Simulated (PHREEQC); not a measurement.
Dissolve 0.001 mol/kgw H3BO3, 0.015 mol/kgw Na2HPO4 and 0.016 mol/kgw CsOH at 70 °C. Closed to the air; pH follows from the charge balance.

Model: ion-association model, wateq4f.dat, run in PHREEQC.

The pH is 10.80. The ionic strength comes out as 0.0653 mol/kgw and the total alkalinity is 31.0 meq/kg.

```tsv
species	molality	activity	log γ
Na+	0.0297	0.0235	-0.101
Cs+	0.0160	0.0126	-0.103
OH-	0.0126	0.00978	-0.110
HPO4-2	0.0123	0.00490	-0.399
PO4-3	0.00242	0.000307	-0.898
H2BO3-	0.000990	0.000756	-0.117
NaHPO4-	0.000282	0.000225	-0.097
H3BO3	9.98e-6	1.01e-5	0.007
H2PO4-	1.25e-6	9.99e-7	-0.097
```

This is a speciation only: nothing precipitates in the calculation. H3PO4, which wateq4f.dat lacks, is added to it with the constant of phreeqc.dat. At this temperature some constants are extrapolated from 25 °C, and those without enthalpy data are left unchanged.
